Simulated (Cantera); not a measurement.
What does this Cantera script print?

```python
import numpy as np
import cantera as ct

gas = ct.Solution("gri30.yaml")
gas.TPX = 1398, 2666, {'N2O': 1}
reactor = ct.IdealGasConstPressureReactor(gas, energy="off", clone=False)
net = ct.ReactorNet([reactor])
net.rtol, net.atol = 1e-08, 1e-18
show = ['N2O', 'NO', 'O', 'O2', 'N2', 'NO2']
times = np.geomspace(0.0007, 200, 13)

steps = ct.SolutionArray(gas, extra=["t"])
rows = []
print(f"{'t/s':>10s}{'T/K':>9s}{'P/Pa':>11s}" + "".join(f"{s:>11s}" for s in show))
for t in times:
    while net.time < t:
        t_next = net.step()
        steps.append(gas.state, t=t_next)
    rows.append([np.interp(t, steps.t, y) for y in (steps.T, steps.P, *steps(*show).X.T)])
    print(f"{t:10.3e}{rows[-1][0]:9.1f}{rows[-1][1]:11.4g}" + "".join(f"{x:11.3e}" for x in rows[-1][2:]))
rate = np.gradient(steps.T, steps.t)
print("integrator steps:", len(steps.t))
if steps.T.max() > steps.T[0] + 200:
    print(f"time of steepest temperature rise: {steps.t[rate.argmax()]:.4e} s")
gas.TPX = 1398, 2666, {'N2O': 1}
gas.equilibrate("TP")
print(f"equilibrium (TP): T = {gas.T:.1f} K  " + "  ".join(f"{s} {gas[s].X[0]:.3e}" for s in show))
```

It prints:

```
       t/s      T/K       P/Pa        N2O         NO          O         O2         N2        NO2
 7.000e-04   1398.0       2666  9.996e-01  4.621e-05  2.493e-05  9.474e-05  2.375e-04  6.806e-11
 1.994e-03   1398.0       2666  9.988e-01  1.496e-04  2.501e-05  3.067e-04  7.132e-04  7.067e-10
 5.681e-03   1398.0       2666  9.966e-01  4.436e-04  2.501e-05  9.095e-04  2.066e-03  6.046e-09
 1.618e-02   1398.0       2666  9.902e-01  1.276e-03  2.501e-05  2.617e-03  5.897e-03  4.644e-08
 4.610e-02   1398.0       2666  9.723e-01  3.610e-03  2.501e-05  7.401e-03  1.663e-02  3.060e-07
 1.313e-01   1398.0       2666  9.238e-01  9.957e-03  2.500e-05  2.042e-02  4.584e-02  1.524e-06
 3.742e-01   1398.0       2666  8.018e-01  2.589e-02  2.497e-05  5.312e-02  1.192e-01  5.467e-06
 1.066e+00   1398.0       2666  5.507e-01  5.865e-02  2.488e-05  1.204e-01  2.702e-01  1.568e-05
 3.037e+00   1398.0       2666  2.151e-01  1.022e-01  2.445e-05  2.105e-01  4.721e-01  3.374e-05
 8.651e+00   1398.0       2666  2.214e-02  1.263e-01  1.965e-05  2.628e-01  5.888e-01  5.058e-05
 2.464e+01   1398.0       2666  2.711e-04  1.279e-01  3.547e-06  2.692e-01  6.025e-01  1.521e-04
 7.021e+01   1398.0       2666  4.285e-06  1.277e-01  2.953e-06  2.693e-01  6.028e-01  1.753e-04
 2.000e+02   1398.0       2666  4.257e-06  1.274e-01  2.954e-06  2.695e-01  6.029e-01  1.749e-04
integrator steps: 1263
equilibrium (TP): T = 1398.0 K  N2O 7.952e-09  NO 8.337e-04  O 3.262e-06  O2 3.329e-01  N2 6.662e-01  NO2 1.278e-06
```

Detailed kinetics in Cantera: GRI-Mech 3.0 (53 species, 325 reactions). GRI-Mech 3.0 was tuned for natural gas; its chemistry of N2O as a main component is partial and can be far from experiment. Radical loss at walls, strong at low pressure, is not modelled. The mechanism lacks the step 2 NO + O2 → 2 NO2, which can matter for NO2 below about 1400 K. The temperature is held fixed by assumption; the heat of reaction is taken as removed at once.
